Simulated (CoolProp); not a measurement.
Saturation properties of tetradecamethylhexasiloxane (MD4M) (Tc = 380.0 °C, pc = 0.8286 MPa, ω = 0.800).

The numbers come from the reference Helmholtz-energy equation of state, Thol 2019 in CoolProp.

```tsv
T (°C)	p (MPa)	liquid density (kg/m³)	enthalpy of vaporisation (kJ/kg)	vapour Z
171.75	0.008559	740.6	126.6	0.9808
178.85	0.01099	733.0	124.3	0.9767
185.95	0.01397	725.3	122.1	0.9721
193.05	0.01756	717.5	119.8	0.9668
200.25	0.02194	709.5	117.5	0.9607
207.35	0.02707	701.5	115.2	0.9541
214.45	0.03313	693.4	112.9	0.9466
221.55	0.04022	685.2	110.6	0.9383
228.75	0.04858	676.6	108.2	0.9291
235.85	0.05812	668.1	105.7	0.9191
242.95	0.06907	659.3	103.3	0.9082
250.05	0.08158	650.4	100.8	0.8962
```

It boils at 259.7 °C under 1 atm.
